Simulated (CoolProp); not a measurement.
Model: reference Helmholtz-energy equation of state, Kamei 1995, in CoolProp.

Q: For R22, give the phase and the Z, expansivity (1/kK) at 298.1 K and 191 bar; 314.8 K and 191 bar; 331.5 K and 191 bar.

A: 
- 298.1 K and 191 bar: liquid; Z 0.524, expansivity 2.25
- 314.8 K and 191 bar: liquid; Z 0.516, expansivity 2.44
- 331.5 K and 191 bar: liquid; Z 0.511, expansivity 2.67
